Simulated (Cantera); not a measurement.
Input (Python, Cantera):

```python
import numpy as np
import cantera as ct

gas = ct.Solution("h2o2.yaml")
gas.TPX = 1450, 1333, {'H2': 0.1, 'O2': 1}
reactor = ct.IdealGasConstPressureReactor(gas, energy="off", clone=False)
net = ct.ReactorNet([reactor])
net.rtol, net.atol = 1e-08, 1e-18
show = ['H2', 'O2', 'OH', 'HO2', 'H2O2', 'O', 'H2O']
times = np.geomspace(3e-05, 80, 10)

steps = ct.SolutionArray(gas, extra=["t"])
rows = []
print(f"{'t/s':>10s}{'T/K':>9s}{'P/Pa':>11s}" + "".join(f"{s:>11s}" for s in show))
for t in times:
    while net.time < t:
        t_next = net.step()
        steps.append(gas.state, t=t_next)
    rows.append([np.interp(t, steps.t, y) for y in (steps.T, steps.P, *steps(*show).X.T)])
    print(f"{t:10.3e}{rows[-1][0]:9.1f}{rows[-1][1]:11.4g}" + "".join(f"{x:11.3e}" for x in rows[-1][2:]))
rate = np.gradient(steps.T, steps.t)
print("integrator steps:", len(steps.t))
if steps.T.max() > steps.T[0] + 200:
    print(f"time of steepest temperature rise: {steps.t[rate.argmax()]:.4e} s")
gas.TPX = 1450, 1333, {'H2': 0.1, 'O2': 1}
gas.equilibrate("TP")
print(f"equilibrium (TP): T = {gas.T:.1f} K  " + "  ".join(f"{s} {gas[s].X[0]:.3e}" for s in show))
```

Result:

```
       t/s      T/K       P/Pa         H2         O2         OH        HO2       H2O2          O        H2O
 3.000e-05   1450.0       1333  9.091e-02  9.091e-01  5.423e-08  1.130e-07  7.707e-11  5.843e-08  2.359e-08
 1.553e-04   1450.0       1333  9.090e-02  9.091e-01  1.820e-06  5.837e-07  1.930e-09  2.124e-06  2.965e-06
 8.037e-04   1450.0       1333  9.455e-03  8.460e-01  1.505e-02  2.935e-06  1.218e-07  4.660e-02  6.495e-02
 4.160e-03   1450.0       1333  2.404e-03  8.407e-01  1.074e-02  2.746e-06  7.882e-08  5.571e-02  7.644e-02
 2.153e-02   1450.0       1333  1.818e-03  8.582e-01  9.431e-03  2.597e-06  7.571e-08  4.036e-02  8.149e-02
 1.115e-01   1450.0       1333  5.269e-04  8.914e-01  5.172e-03  1.616e-06  5.051e-08  1.092e-02  9.074e-02
 5.769e-01   1450.0       1333  3.839e-05  9.033e-01  1.406e-03  2.978e-07  1.388e-08  7.756e-04  9.441e-02
 2.986e+00   1450.0       1333  2.791e-06  9.045e-01  3.799e-04  9.822e-08  2.835e-09  5.620e-05  9.503e-02
 1.546e+01   1450.0       1333  8.371e-07  9.046e-01  2.082e-04  1.323e-07  1.615e-09  1.687e-05  9.513e-02
 8.000e+01   1450.0       1333  8.262e-07  9.046e-01  2.069e-04  1.330e-07  1.609e-09  1.665e-05  9.513e-02
integrator steps: 1671
equilibrium (TP): T = 1450.0 K  H2 8.262e-07  O2 9.046e-01  OH 2.069e-04  HO2 1.330e-07  H2O2 1.609e-09  O 1.665e-05  H2O 9.513e-02
```

Detailed kinetics in Cantera: the H2/O2 subset of GRI-Mech 3.0, which has no nitrogen chemistry. Radical loss at walls, strong at low pressure, is not modelled. The temperature is held fixed by assumption; the heat of reaction is taken as removed at once.
